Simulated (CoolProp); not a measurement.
Values from CoolProp's reference Helmholtz-energy equation of state, Thol 2021.

Q: Give the vapour pressure (kPa), vapour density (kg/m³), enthalpy of vaporisation (kJ/kg), liquid cp (kJ/(kg K)) of saturated chlorine at 274.7, 303.7 K.

A: 
```json
[
 {"T (K)": "274.7", "p (kPa)": "387", "vapour density (kg/m³)": "12.9", "enthalpy of vaporisation (kJ/kg)": "265", "liquid cp (kJ/(kg K))": "0.963"},
 {"T (K)": "303.7", "p (kPa)": "899", "vapour density (kg/m³)": "28.6", "enthalpy of vaporisation (kJ/kg)": "243", "liquid cp (kJ/(kg K))": "1.00"}
]
```
